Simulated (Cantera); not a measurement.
**Low-pressure radical oxidation in H2/O2**

An isothermal, constant-pressure homogeneous reactor starts with H₂ : O₂ = 0.15 : 1 (molar parts), at 1025 K and 1900 Pa.

Detailed kinetics in Cantera: GRI-Mech 3.0 (53 species, 325 reactions). Radical loss at walls, strong at low pressure, is not modelled. The temperature is held fixed by assumption; the heat of reaction is taken as removed at once.

```
t (s)         x H₂   x O₂      x OH    x HO₂       x H    x H₂O       x O
--------  --------  -----  --------  -------  --------  -------  --------
0.000500     0.130  0.870   3.43e-9  1.75e-9   1.00e-8  1.63e-8   7.60e-9
0.00114      0.130  0.870   5.31e-7  3.97e-8   1.54e-6  2.76e-6   1.19e-6
0.00259     0.0630  0.835   0.00539  1.22e-5    0.0295   0.0502    0.0172
0.00589    0.00347  0.833   0.00322  1.64e-5    0.0164    0.123    0.0211
0.0134    0.000832  0.854   0.00139  1.27e-5   0.00167    0.137   0.00514
0.0305    0.000138  0.859  0.000516  6.12e-6  0.000100    0.139  0.000840
0.0695     2.29e-5  0.860  0.000211  2.05e-6   7.00e-6    0.139  0.000143
0.158      4.27e-6  0.860   9.76e-5  5.95e-7   6.74e-7    0.139   3.00e-5
0.360      9.54e-7  0.860   5.01e-5  1.81e-7   8.99e-8    0.140   7.82e-6
0.819      2.60e-7  0.860   2.79e-5  6.08e-8   1.55e-8    0.140   2.42e-6
1.86       8.36e-8  0.860   1.64e-5  2.23e-8   3.19e-9    0.140   8.47e-7
4.24       2.99e-8  0.860   1.01e-5  8.81e-9  7.37e-10    0.140   3.19e-7
9.65       1.15e-8  0.860   6.34e-6  3.74e-9  1.84e-10    0.140   1.27e-7
22.0       4.60e-9  0.860   4.06e-6  1.82e-9  4.82e-11    0.140   5.19e-8
50.0       1.91e-9  0.860   2.63e-6  1.17e-9  1.31e-11    0.140   2.18e-8
```
x: mole fraction; the columns are a selection and need not sum to one.

Equilibrium at this temperature and pressure: H₂ 1.99e-10, O₂ 0.860, OH 8.41e-7, HO₂ 1.74e-9, H <1e-12, H₂O 0.140, O 2.24e-9 (gas phase only).
